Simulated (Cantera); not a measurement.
An isothermal, constant-pressure homogeneous reactor starts with CH₄ : H₂O = 1 : 3.1 (molar parts), at 1450 K and 180000 Pa. Integrator tolerance rtol = 1e-08.

Computed with Cantera and GRI-Mech 3.0 (53 species, 325 reactions).

Question: What does this change do: temperature 1450 to 1473 K?

Answer: 
```
quantity                                            before                                     after
----------------  ----------------------------------------  ----------------------------------------
x(CH₄) at 90.0 s    0.0335 (gas-phase equilibrium 1.58e-6)    0.0197 (gas-phase equilibrium 1.18e-6)
x(H₂O) at 90.0 s       0.372 (gas-phase equilibrium 0.312)       0.347 (gas-phase equilibrium 0.312)
x(HO₂) at 90.0 s     <1e-12 (gas-phase equilibrium <1e-12)     <1e-12 (gas-phase equilibrium <1e-12)
x(C₂H) at 90.0 s   2.21e-11 (gas-phase equilibrium <1e-12)   1.60e-11 (gas-phase equilibrium <1e-12)
x(H) at 90.0 s     4.76e-6 (gas-phase equilibrium 5.14e-6)   6.57e-6 (gas-phase equilibrium 6.87e-6)
x(CH₃) at 90.0 s  7.06e-6 (gas-phase equilibrium 3.13e-10)  5.41e-6 (gas-phase equilibrium 3.13e-10)
x(H₂) at 90.0 s        0.455 (gas-phase equilibrium 0.525)       0.483 (gas-phase equilibrium 0.524)
```

Question: What does this change do: pressure from 180000 Pa to 940000 Pa?

Answer: 
```csv
quantity,before,after
x(CH₄) at 90.0 s,0.0335 (gas-phase equilibrium 1.58e-6),0.0456 (gas-phase equilibrium 4.32e-5)
x(H₂O) at 90.0 s,0.372 (gas-phase equilibrium 0.312),0.386 (gas-phase equilibrium 0.312)
x(HO₂) at 90.0 s,<1e-12 (gas-phase equilibrium <1e-12),<1e-12 (gas-phase equilibrium <1e-12)
x(C₂H) at 90.0 s,2.21e-11 (gas-phase equilibrium <1e-12),<1e-12 (gas-phase equilibrium <1e-12)
x(H) at 90.0 s,4.76e-6 (gas-phase equilibrium 5.14e-6),2.04e-6 (gas-phase equilibrium 2.25e-6)
x(CH₃) at 90.0 s,7.06e-6 (gas-phase equilibrium 3.13e-10),4.31e-6 (gas-phase equilibrium 3.73e-9)
x(H₂) at 90.0 s,0.455 (gas-phase equilibrium 0.525),0.435 (gas-phase equilibrium 0.524)
```
